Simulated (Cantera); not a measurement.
What does this Cantera script print?

```python
import numpy as np
import cantera as ct

gas = ct.Solution("gri30.yaml")
gas.TPX = 1775, 97, {'CH4': 1, 'H2': 1, 'H2O': 0.018}
reactor = ct.IdealGasConstPressureReactor(gas, energy="off", clone=False)
net = ct.ReactorNet([reactor])
net.rtol, net.atol = 1e-08, 1e-18
show = ['CH4', 'H2', 'C2H4', 'C2H', 'CH3', 'C2H2', 'H']
times = np.geomspace(0.0007, 2, 10)

steps = ct.SolutionArray(gas, extra=["t"])
rows = []
print(f"{'t/s':>10s}{'T/K':>9s}{'P/Pa':>11s}" + "".join(f"{s:>11s}" for s in show))
for t in times:
    while net.time < t:
        t_next = net.step()
        steps.append(gas.state, t=t_next)
    rows.append([np.interp(t, steps.t, y) for y in (steps.T, steps.P, *steps(*show).X.T)])
    print(f"{t:10.3e}{rows[-1][0]:9.1f}{rows[-1][1]:11.4g}" + "".join(f"{x:11.3e}" for x in rows[-1][2:]))
rate = np.gradient(steps.T, steps.t)
print("integrator steps:", len(steps.t))
if steps.T.max() > steps.T[0] + 200:
    print(f"time of steepest temperature rise: {steps.t[rate.argmax()]:.4e} s")
gas.TPX = 1775, 97, {'CH4': 1, 'H2': 1, 'H2O': 0.018}
gas.equilibrate("TP")
print(f"equilibrium (TP): T = {gas.T:.1f} K  " + "  ".join(f"{s} {gas[s].X[0]:.3e}" for s in show))
```

Result:

```
       t/s      T/K       P/Pa        CH4         H2       C2H4        C2H        CH3       C2H2          H
 7.000e-04   1775.0         97  4.955e-01  4.955e-01  1.073e-09  5.870e-20  4.954e-05  9.211e-13  4.365e-06
 1.695e-03   1775.0         97  4.954e-01  4.956e-01  2.440e-08  6.757e-18  1.225e-04  5.517e-11  7.986e-06
 4.103e-03   1775.0         97  4.952e-01  4.956e-01  4.365e-07  6.865e-16  2.989e-04  2.613e-09  1.677e-05
 9.933e-03   1775.0         97  4.946e-01  4.957e-01  6.772e-06  6.582e-14  7.256e-04  1.093e-07  3.819e-05
 2.405e-02   1775.0         97  4.930e-01  4.961e-01  9.696e-05  6.574e-12  1.762e-03  4.557e-06  9.127e-05
 5.822e-02   1775.0         97  4.862e-01  4.988e-01  1.270e-03  7.552e-10  4.353e-03  2.066e-04  2.324e-04
 1.409e-01   1775.0         97  4.265e-01  5.332e-01  1.101e-02  9.529e-08  1.034e-02  9.305e-03  6.957e-04
 3.412e-01   1775.0         97  2.161e-01  6.755e-01  7.641e-03  1.366e-06  8.732e-03  8.309e-02  1.414e-03
 8.261e-01   1775.0         97  9.132e-02  7.630e-01  1.347e-03  2.314e-06  4.042e-03  1.320e-01  1.702e-03
 2.000e+00   1775.0         97  3.460e-02  8.024e-01  2.295e-04  3.113e-06  1.800e-03  1.527e-01  2.083e-03
integrator steps: 882
equilibrium (TP): T = 1775.0 K  CH4 2.030e-05  H2 8.245e-01  C2H4 3.564e-06  C2H 1.304e-05  CH3 4.223e-06  C2H2 1.610e-01  H 8.499e-03
```

Detailed kinetics in Cantera: GRI-Mech 3.0 (53 species, 325 reactions). GRI-Mech 3.0 stops at C3 and has no aromatics, soot or wall deposition, so with more carbon than oxygen in the feed, carbon stays in small species such as C2H2 where larger ones or solid carbon would form. Radical loss at walls, strong at low pressure, is not modelled.
